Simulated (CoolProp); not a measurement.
The fluid at 273.08 K and 2.03 MPa is throttled through a valve to 0.215 MPa with no heat exchange. The same conditions are run with several fluids, on thermodynamics alone (safety and materials aside).

Model: reference Helmholtz-energy equation of state of each fluid (hydrogen sulfide: Lemmon 2006; R245ca: Zhou 2016; R236FA: Pan 2012; propylene: Lemmon 2013; R404A: Lemmon 2003), in CoolProp. Blends and air are pseudo-pure fits.

```csv
fluid,temperature change (K),final phase,final density (kg/m³)
hydrogen sulfide,?,"two-phase, vapour fraction 0.172",22.9
R245ca,?,liquid,1450
R236FA,+0.4,liquid,?
propylene,-29.5,"two-phase, vapour fraction 0.168",?
R404A,-29.0,"two-phase, vapour fraction 0.206",52.4
```

Complete the blanks.


- hydrogen sulfide, temperature change (K): -44.1
- R245ca, temperature change (K): +0.5
- R236FA, final density (kg/m³): 1440
- propylene, final density (kg/m³): 27.2
